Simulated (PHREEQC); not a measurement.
Solution (65 °C): 0.34 mmol/kgw PbCl2 and 0.07 mmol/kgw KNO3. Closed to the air; pH follows from the charge balance.

All values are PHREEQC results (ion-association model, phreeqc.dat), not measurements.

Precipitation was switched off in this run.

Q: Predict the pH, specific conductance.

A: pH 5.63; specific conductance 211 µS/cm.

Q: In which forms is Pb present?

A: Pb+2 94 %, PbCl+ 5.1 %, PbOH+ 0.7 % of the Pb.

Saturation is exceeded, for instance for Pb(OH)2; the values hold only as long as no solid forms. Species that the database lacks are ignored. At this temperature some constants are extrapolated from 25 °C, and those without enthalpy data are left unchanged.
